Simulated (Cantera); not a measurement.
Input: 1 mol Si, 29 mol HCl, held at 1098.15 K and 44.0 mbar.

These are equilibrium values from Cantera (NASA tables, ideal gas, pure condensed phases), not measurements of a reactor. Candidate condensed phases: Si; 19 gas species. The tables' values for SiCl₃ are old estimates; treat these amounts as uncertain. Kinetics and transport are ignored.

Base state: HCl 0.893, H₂ 0.0714, SiCl₄ 0.0356, SiHCl₃ 4.15e-5, SiCl₃ 4.06e-5 (mole fractions); condensed: gas only.

Problem. What changes in the equilibrium state with this change: HCl from 29 to 1.1 mol?

Solution. 
```json
[
 {"species": "H₂", "before": "0.0714", "after": "0.609"},
 {"species": "SiCl₄", "before": "0.0356", "after": "0.267"},
 {"species": "HCl", "before": "0.893", "after": "0.0561"},
 {"species": "SiCl₂", "before": "6.49e-7", "after": "0.0105"},
 {"species": "SiHCl₃", "before": "4.15e-5", "after": "0.0422"},
 {"species": "SiCl₃", "before": "4.06e-5", "after": "0.0141"},
 {"species": "SiH₂Cl₂", "before": "5.78e-9", "after": "0.000798"},
 {"species": "Si(s), mol", "before": "0", "after": "0.720"}
]
```
